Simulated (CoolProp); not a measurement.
Properties of octamethylcyclotetrasiloxane (D4) along the isobar 1730 kPa.

Computed with CoolProp (reference Helmholtz-energy equation of state, Thol 2015).

| T (K) | phase | density (kg/m³) | cp (kJ/(kg K)) | cv (kJ/(kg K)) | isothermal compressibility (1/MPa) |
|---|---|---|---|---|---|
| 479.5 | liquid | 731.4 | 2.061 | 1.785 | 0.009316 |
| 491.2 | liquid | 714.1 | 2.091 | 1.811 | 0.01107 |
| 502.9 | liquid | 695.9 | 2.123 | 1.838 | 0.01335 |
| 514.6 | liquid | 676.6 | 2.157 | 1.864 | 0.01639 |
| 526.3 | liquid | 656.0 | 2.194 | 1.890 | 0.02063 |
| 538 | liquid | 633.5 | 2.235 | 1.915 | 0.02680 |
| 549.7 | liquid | 608.6 | 2.285 | 1.941 | 0.03643 |
| 561.4 | liquid | 579.9 | 2.349 | 1.966 | 0.05304 |
| 573.2 | liquid | 545.0 | 2.446 | 1.993 | 0.08718 |
| 584.9 | liquid | 498.4 | 2.637 | 2.021 | 0.1816 |
| 596.6 | supercritical | 416.1 | 3.333 | 2.054 | 0.7461 |
| 608.3 | supercritical | 264.3 | 3.516 | 2.077 | 2.050 |
| 620 | supercritical | 198.6 | 2.701 | 2.079 | 1.404 |

The peak of cp marks the crossing from liquid-like to gas-like fluid above the critical point.
